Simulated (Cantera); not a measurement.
Charge: 1 mol Si3N4, 0.21 mol O2, 29 mol H2, at 2123.15 K and 0.750 Pa.

Equilibrium computed with Cantera from the NASA thermochemical tables; the gas is ideal and each condensed phase is pure. Candidate condensed phases: H2O, Si, SiO2, Si2N2O, Si3N4; 35 gas species. Rates play no part.

Base state: H 0.653, H2 0.248, Si 0.0511, N2 0.0396, SiO 0.00832, SiH 3.60e-5 (mole fractions); condensed: gas only.

What changes in the equilibrium state with this change: temperature from 2123.15 K to 1798 K?


| species | before | after |
|---|---|---|
| H2 | 0.248 | 0.750 |
| H | 0.653 | 0.111 |
| Si | 0.0511 | 0.0713 |
| SiO | 0.00832 | 0.0117 |
| N2 | 0.0396 | 0.0555 |
| Si2 | 1.57e-6 | 7.42e-5 |
| SiH | 3.60e-5 | 0.000194 |
The tables' values for SiN are old estimates; treat these amounts as uncertain.

What changes in the equilibrium state with this change: temperature from 2123.15 K to 1348 K?


```
species          before     after
--------------  -------  --------
H2                0.248     0.934
N2               0.0396    0.0581
SiO             0.00832   0.00723
H                 0.653  0.000816
Si               0.0511   2.51e-5
SiH             3.60e-5   4.27e-7
Si(s), mol            0      2.38
Si2N2O(s), mol        0     0.196
```
Mutual solubility and eutectic melting of coexisting phases are not modelled.
